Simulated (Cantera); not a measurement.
A perfectly stirred reactor is fed with CH4 : CO : O2 : N2 = 1 : 0.11 : 2.45 : 9.2 (molar parts), at 0.230 bar; it is adiabatic with a 375 K inlet, and is followed from long to short residence time, starting on the burning branch (τ in s: 0.099, 0.046, 0.021, 0.01, 0.0046, 0.0022, 0.001, 0.00047, 0.00022, 0.0001, 4.7e-05).

Model: GRI-Mech 3.0 (53 species, 325 reactions), integrated in Cantera.

Question: What does this change do: pressure from 0.230 bar to 10.0 bar?

Answer: 
```tsv
quantity	before	after
blow-out, bracketed by the residence times tried	burning at 0.470 ms, out at 0.220 ms	burning at 47.0 µs, the shortest tried
x(CH4) at τ = 99.0 ms	7.76e-6	9.95e-7
x(CO) at τ = 99.0 ms	0.00724	0.000624
x(O2) at τ = 99.0 ms	0.0338	0.0304
x(HCO) at τ = 99.0 ms	9.84e-8	2.21e-9
x(HO2) at τ = 99.0 ms	1.08e-6	2.48e-6
x(CH4) at τ = 2.20 ms	0.000155	3.00e-5
x(CO) at τ = 2.20 ms	0.0213	0.00194
x(O2) at τ = 2.20 ms	0.0432	0.0317
x(HCO) at τ = 2.20 ms	3.72e-6	1.00e-7
x(HO2) at τ = 2.20 ms	4.72e-6	4.52e-6
```

Question: What does this change do: pressure from 0.230 bar to 12.0 bar?

Answer: 
```tsv
quantity	before	after
blow-out, bracketed by the residence times tried	burning at 0.470 ms, out at 0.220 ms	burning at 47.0 µs, the shortest tried
x(CH4) at τ = 99.0 ms	7.76e-6	8.80e-7
x(CO) at τ = 99.0 ms	0.00724	0.000569
x(O2) at τ = 99.0 ms	0.0338	0.0304
x(HCO) at τ = 99.0 ms	9.84e-8	1.86e-9
x(HO2) at τ = 99.0 ms	1.08e-6	2.59e-6
x(CH4) at τ = 2.20 ms	0.000155	2.79e-5
x(CO) at τ = 2.20 ms	0.0213	0.00169
x(O2) at τ = 2.20 ms	0.0432	0.0316
x(HCO) at τ = 2.20 ms	3.72e-6	8.39e-8
x(HO2) at τ = 2.20 ms	4.72e-6	4.48e-6
```
The pressure lies above the range GRI-Mech 3.0 was tuned for (to about 10 atm).
